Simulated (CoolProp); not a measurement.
Vapour-liquid equilibrium of carbon dioxide (1) + CHF3 (R23) (2) at 16.1 bar; x and y are mole fractions of (1).

Values from CoolProp's multi-fluid Helmholtz-energy mixture model, Span 1996 and Penoncello 2003; pair parameters Bell 2016.

Problem. Give the bubble temperature and the first vapour's composition at x = 0.05, 0.45, 0.55. Is there an azeotrope?

Solution. x = 0.05: 256.9 K, y = 0.068; x = 0.45: 251.0 K, y = 0.522; x = 0.55: 249.9 K, y = 0.615. No azeotrope shows between x = 0.05 and 0.95.

The pair parameters rest on a limited set of measurements; away from them the model extrapolates.
